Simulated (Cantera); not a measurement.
An isothermal, constant-pressure homogeneous reactor starts with NH₃ : H₂ = 1 : 0.22 (molar parts), at 1925 K and 0.0133 bar.

Detailed kinetics in Cantera: the gas-phase N/H chemistry of the illustrative SiF4/NH3 mechanism in the Surface Chemkin manual (1991). Walls and surfaces, which speed up NH3 decomposition in real reactors, are not modelled.

x: mole fraction; the columns are a selection and need not sum to one.

| t (s) | x NH₃ | x H₂ | x N | x H | x N₂H₂ |
|---|---|---|---|---|---|
| 0.000300 | 0.820 | 0.180 | 6.46e-12 | ___ | 1.77e-9 |
| 0.00145 | 0.819 | 0.180 | 1.56e-9 | ___ | 7.58e-8 |
| 0.00702 | 0.819 | 0.181 | 1.29e-7 | ___ | 2.56e-6 |
| 0.0340 | 0.808 | 0.188 | 5.65e-7 | ___ | 9.74e-6 |
| 0.164 | 0.756 | 0.225 | 6.25e-7 | ___ | 8.74e-6 |
| 0.795 | 0.562 | 0.367 | 7.78e-7 | ___ | 5.50e-6 |
| 3.85 | 0.188 | 0.638 | 8.84e-7 | ___ | 1.23e-6 |
| 18.6 | 0.00650 | 0.769 | 8.10e-7 | ___ | 2.29e-8 |
| 90.0 | 2.77e-6 | 0.768 | 3.43e-8 | ___ | <1e-12 |

What belongs in the gaps?


- 0.000300, x H: 2.33e-6
- 0.00145, x H: 1.05e-5
- 0.00702, x H: 4.77e-5
- 0.0340, x H: 8.85e-5
- 0.164, x H: 0.000108
- 0.795, x H: 0.000189
- 3.85, x H: 0.000455
- 18.6, x H: 0.00158
- 90.0, x H: 0.00731
